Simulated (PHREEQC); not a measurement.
Model water analysis in mg/L, 52 °C, pH 6.32, pe 11.5: Na 10.7; K 1.27; Ca 13.9; Mg 5.69; Cl 24.8; S(6) as SO4 4.6; Alkalinity as HCO3 54.9; Pb 0.0382; Cd 0.0363; Cu(2) 0.0459; Si as SiO2 2.81; Li 0.0129; Ba 0.0494.

Valence states are taken as typed.

Computed with PHREEQC (ion-association model, wateq4f.dat).

No solid was allowed to form.

Problem. What charge-balance error does the model give?

Solution. charge-balance error -0.9 %.

Problem. In which forms is Cd present?

Solution. Cd+2 92 %, CdCl+ 5.3 %, CdHCO3+ 2.1 %, CdSO4 0.8 % of the Cd.

Species that the database lacks are ignored. Constants without temperature data keep their 25 °C values here.
